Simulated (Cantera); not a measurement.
Charge: 1 mol SiC, 0.0032 mol H₂O, 450 mol N₂, a varied amount of N₂O, held at 2223 K and 0.00133 bar.

Equilibrium computed with Cantera from the NASA thermochemical tables; the gas is ideal and each condensed phase is pure. Candidate condensed phases: C, C₆H₆, C₇H₈, C₈H₁₈, H₂O, Si, SiC, SiO₂, Si₂N₂O, Si₃N₄; 151 gas species. Rates play no part.

Q: Which condensed phases are stable at each of these points (n(N₂O) (mol)): 0.29, 0.53, 0.77, 1, 1.3, 1.5, 1.7, 2, 2.2, 2.5?

A: 
```tsv
n(N₂O) (mol)	condensed phases	Si condensed (%)
0.29	C(graphite)	0.0
0.53	C(graphite)	0.0
0.77	gas only	0.0
1	gas only	0.0
1.3	gas only	0.0
1.5	gas only	0.0
1.7	gas only	0.0
2	gas only	0.0
2.2	gas only	0.0
2.5	gas only	0.0
```

From 0.29 mol N₂O to 0.53 mol N₂O the condensed part is C(graphite). From 0.77 mol N₂O to 2.5 mol N₂O nothing is condensed.
